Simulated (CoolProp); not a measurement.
Vapour-liquid equilibrium of diethyl ether (1) + ethanol (2) at 10.1 bar; x and y are mole fractions of (1).

Computed with CoolProp (multi-fluid Helmholtz-energy mixture model, Thol 2014 and Schroeder 2014; pair parameters Bell 2016).

```json
[
 {"x": "0.05", "bubble temperature, mixture model (°C)": "(withheld)", "bubble temperature, Raoult's law (°C)": "149.5", "y, mixture model": "0.117", "y, Raoult's law": "0.087"},
 {"x": "0.2", "bubble temperature, mixture model (°C)": "(withheld)", "bubble temperature, Raoult's law (°C)": "144.7", "y, mixture model": "0.380", "y, Raoult's law": "0.321"},
 {"x": "0.35", "bubble temperature, mixture model (°C)": "132.3", "bubble temperature, Raoult's law (°C)": "139.9", "y, mixture model": "(withheld)", "y, Raoult's law": "0.515"},
 {"x": "0.5", "bubble temperature, mixture model (°C)": "(withheld)", "bubble temperature, Raoult's law (°C)": "135.1", "y, mixture model": "0.661", "y, Raoult's law": "0.672"},
 {"x": "0.65", "bubble temperature, mixture model (°C)": "124.6", "bubble temperature, Raoult's law (°C)": "130.4", "y, mixture model": "(withheld)", "y, Raoult's law": "0.799"},
 {"x": "0.8", "bubble temperature, mixture model (°C)": "122.1", "bubble temperature, Raoult's law (°C)": "125.9", "y, mixture model": "(withheld)", "y, Raoult's law": "0.899"},
 {"x": "0.95", "bubble temperature, mixture model (°C)": "(withheld)", "bubble temperature, Raoult's law (°C)": "121.5", "y, mixture model": "(withheld)", "y, Raoult's law": "0.978"}
]
```

Problem. What belongs in the gaps?

Solution. 
- 0.05, bubble temperature, mixture model (°C): 147.6
- 0.2, bubble temperature, mixture model (°C): 138.7
- 0.35, y, mixture model: 0.547
- 0.5, bubble temperature, mixture model (°C): 127.8
- 0.65, y, mixture model: 0.754
- 0.8, y, mixture model: 0.847
- 0.95, bubble temperature, mixture model (°C): 120.4
- 0.95, y, mixture model: 0.956

The largest gap from Raoult's law is -7.6 K in bubble temperature, at x = 0.35. No azeotrope shows between x = 0.05 and 0.95.

The pair parameters rest on a limited set of measurements; away from them the model extrapolates.
